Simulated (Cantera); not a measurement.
A freely propagating, adiabatic, planar premixed flame of C₂H₄ : O₂ : N₂ : H₂O = 1 : 2.14 : 8.06 : 3 (molar parts), unburnt at 700 K and 3750 Torr; multicomponent transport, grid criteria slope 0.08 and curve 0.16, no radiation.

Model: GRI-Mech 3.0 (53 species, 325 reactions), integrated in Cantera. GRI-Mech 3.0 was tuned for natural gas; its chemistry of ethylene as a main component is partial and can be far from experiment. Burning velocities carry a grid error of a few per cent, more on coarse grids.

Question: Predict: laminar burning velocity; thermal thickness; peak x(CH₂CO); peak x(CH₄); peak x(HCN).

Answer: 
```json
{
  "laminar_burning_velocity": "128 cm/s",
  "thermal_thickness": "0.0892 mm",
  "peak x(CH₂CO)": "0.00427",
  "peak x(CH₄)": "0.00311",
  "peak x(HCN)": "1.33e-5"
}
```
